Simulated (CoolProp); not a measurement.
R227EA along the isotherm 475 K: fugacity coefficient from the reference equation and from simpler models built on Tc = 374.9 K, pc = 29.25 bar, ω = 0.358; each cubic takes its own stable root.

Computed with CoolProp (reference Helmholtz-energy equation of state, Lemmon 2016).

```
p (bar)  phase  reference  van der Waals  Soave-Redlich-Kwong
-------  -----  ---------  -------------  -------------------
0.914      gas     0.9955         0.9949               0.9958
1.83       gas     0.9911         0.9898               0.9917
2.74       gas     0.9867         0.9847               0.9875
3.66       gas     0.9822         0.9795               0.9834
4.57       gas     0.9779         0.9745               0.9793
5.48       gas     0.9735         0.9694               0.9752
6.4        gas     0.9691         0.9643               0.9711
7.31       gas     0.9648         0.9593               0.9671
8.23       gas     0.9605         0.9542               0.9630
9.14       gas     0.9562         0.9492               0.9590
10.1       gas     0.9517         0.9439               0.9548
11         gas     0.9475         0.9389               0.9509
11.9       gas     0.9433         0.9340               0.9470
12.8       gas     0.9391         0.9291               0.9432
13.7       gas     0.9350         0.9242               0.9393
14.6       gas     0.9309         0.9192               0.9355
```
